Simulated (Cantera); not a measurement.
Hydrocarbon pyrolysis for carbon deposition

A perfectly stirred reactor is fed with 31.2 % C₂H₆, 68.8 % N₂, at 0.385 atm; it is held at 1898 K, and followed from long to short residence time.

Model: GRI-Mech 3.0 (53 species, 325 reactions), integrated in Cantera. GRI-Mech 3.0 stops at C3 and has no aromatics, soot or wall deposition, so with more carbon than oxygen in the feed, carbon stays in small species such as C2H2 where larger ones or solid carbon would form.

```
τ (s)     x C₂H₆     x HCN       x H   x H₂    x C₂H₄    x CH₄    x C₂H
------  --------  --------  --------  -----  --------  -------  -------
3.6      7.74e-7  0.000212  0.000789  0.380  0.000350  0.00329  5.13e-6
1.8      1.50e-6  0.000145  0.000795  0.379  0.000353  0.00444  5.18e-6
0.87     3.03e-6   9.91e-5  0.000807  0.377  0.000359  0.00614  5.27e-6
0.43     6.02e-6   6.99e-5  0.000824  0.374  0.000374  0.00838  5.39e-6
0.21     1.21e-5   4.99e-5  0.000849  0.371  0.000406   0.0114  5.58e-6
0.10     2.47e-5   3.61e-5  0.000886  0.366  0.000473   0.0155  5.86e-6
0.051    4.69e-5   2.75e-5  0.000931  0.360  0.000591   0.0201  6.20e-6
0.025    9.20e-5   2.11e-5  0.000993  0.353  0.000825   0.0260  6.66e-6
0.012   0.000183   1.64e-5   0.00107  0.344   0.00127   0.0334  7.25e-6
0.0061  0.000342   1.30e-5   0.00115  0.334   0.00202   0.0414  7.90e-6
0.0030  0.000660   1.01e-5   0.00125  0.320   0.00339   0.0512  8.67e-6
```
x: mole fraction; the columns are a selection and need not sum to one.
